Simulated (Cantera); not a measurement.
Charge: 1 mol MgO, 0.26 mol N2.

Equilibrium computed with Cantera from the NASA thermochemical tables; the gas is ideal and each condensed phase is pure. Candidate condensed phases: Mg, MgO; 13 gas species. Kinetics and transport are ignored.

Problem. What condenses at these points (T in K, P in Pa): (2775, 1000000); (2975, 460); (2475, 1); (1875, 46000); (2075, 1000000)?

Solution. 
```json
[
 {"T (K)": "2775", "P in Pa": "1000000", "condensed phases": "MgO", "Mg condensed (%)": "99.9"},
 {"T (K)": "2975", "P in Pa": "460", "condensed phases": "gas only", "Mg condensed (%)": "0.0"},
 {"T (K)": "2475", "P in Pa": "1", "condensed phases": "gas only", "Mg condensed (%)": "0.0"},
 {"T (K)": "1875", "P in Pa": "46000", "condensed phases": "MgO", "Mg condensed (%)": "100.0"},
 {"T (K)": "2075", "P in Pa": "1000000", "condensed phases": "MgO", "Mg condensed (%)": "100.0"}
]
```
